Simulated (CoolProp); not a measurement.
Vapour pressure (MPa) of ethylene: the reference equation beside estimates from Tc = 9.2 °C, pc = 5.042 MPa, ω = 0.087.

The numbers come from the reference Helmholtz-energy equation of state, Smukala 2000 in CoolProp.

| T (°C) | reference | van der Waals | Soave-Redlich-Kwong | Peng-Robinson |
|---|---|---|---|---|
| -132.55 | 0.01251 | 0.1363 | 0.01232 | 0.01327 |
| -127.15 | 0.01989 | 0.1753 | 0.01960 | 0.02085 |
| -121.75 | 0.03048 | 0.2217 | 0.03004 | 0.03162 |
| -116.25 | 0.04549 | 0.2772 | 0.04489 | 0.04680 |
| -110.85 | 0.06543 | 0.3404 | 0.06465 | 0.06686 |
| -105.45 | ___ | 0.4130 | 0.09073 | 0.09317 |
| -100.05 | 0.1255 | 0.4954 | ___ | 0.1269 |
| -94.55 | 0.1691 | ___ | 0.1679 | 0.1704 |
| -89.15 | 0.2223 | 0.6944 | 0.2212 | 0.2234 |
| -83.75 | 0.2874 | 0.8103 | 0.2865 | 0.2882 |
| -78.25 | 0.3674 | 0.9407 | 0.3669 | 0.3679 |

Problem. Complete the blanks.

Solution. 
- -105.45, reference: 0.09168
- -100.05, Soave-Redlich-Kwong: 0.1244
- -94.55, van der Waals: 0.5902

Absolute difference from the reference over all 11 rows, mean and median: van der Waals 433.9 and 350.5 %, Soave-Redlich-Kwong 1.0 and 1.0 %, Peng-Robinson 2.2 and 1.6 %.
